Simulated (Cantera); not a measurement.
Charge: 1 mol Al, 5.8 mol Cl2, 20 mol H2, at 975 °C and 10.0 mbar.

These are equilibrium values from Cantera (NASA tables, ideal gas, pure condensed phases), not measurements of a reactor. Candidate condensed phases: Al, AlCl3; 12 gas species. The tables' values for AlCl2 are old estimates; treat these amounts as uncertain. Rates play no part.

Base state: H2 0.620, HCl 0.340, AlCl3 0.0394, AlCl2 7.28e-5 (mole fractions); condensed: gas only.

### Question
What changes in the equilibrium state with this change: temperature from 975 °C to 302 °C?

### Answer
```
species   before   after
-------  -------  ------
H2         0.620   0.628
HCl        0.340   0.344
AlCl3     0.0394  0.0170
Al2Cl6   1.04e-7  0.0115
AlCl2    7.28e-5   <1e-9
```
